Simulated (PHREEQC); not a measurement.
## Brine

Solution (25 °C and 300 atm): 0.28 mol/kgw Na2CO3 and 0.27 mol/kgw NaCl. Closed to the air; pH follows from the charge balance.

Model: Pitzer model, pitzer.dat, run in PHREEQC.

Each row changes one thing in this solution. Precipitation was switched off in this run.

| case | pH | ionic strength (mol/kgw) | HCO3- (mol/kgw) | CO2 (mol/kgw) | SI of Halite (NaCl) |
|---|---|---|---|---|---|
| as made | 11.32 | 1.11 | 0.00420 | 1.55e-8 | -2.71 |
| NaCl from 0.27 to 0.054 mol/kgw | 11.36 | 0.889 | 0.00446 | 1.63e-8 | ? |
| diluted 10-fold with water | 11.00 | 0.109 | 0.00169 | 2.27e-8 | ? |
| Na2CO3 from 0.28 to 0.056 mol/kgw | 11.02 | ? | 0.00203 | 2.07e-8 | -2.95 |
| NaCl from 0.27 to 0.405 mol/kgw | 11.30 | 1.24 | 0.00406 | 1.51e-8 | -2.47 |
| diluted 100-fold with water | 10.61 | ? | 0.000591 | 2.18e-8 | -6.37 |

**Question.** What belongs in the gaps?

**Answer.** 
- NaCl from 0.27 to 0.054 mol/kgw, SI of Halite (NaCl): -3.54
- diluted 10-fold with water, SI of Halite (NaCl): -4.51
- Na2CO3 from 0.28 to 0.056 mol/kgw, ionic strength (mol/kgw): 0.436
- diluted 100-fold with water, ionic strength (mol/kgw): 0.0105

Species that the database lacks are ignored. In brines, pH and single-ion activities rest on the MacInnes convention. Under pressure, the constants of complexes without a molar volume in the database are unreliable.
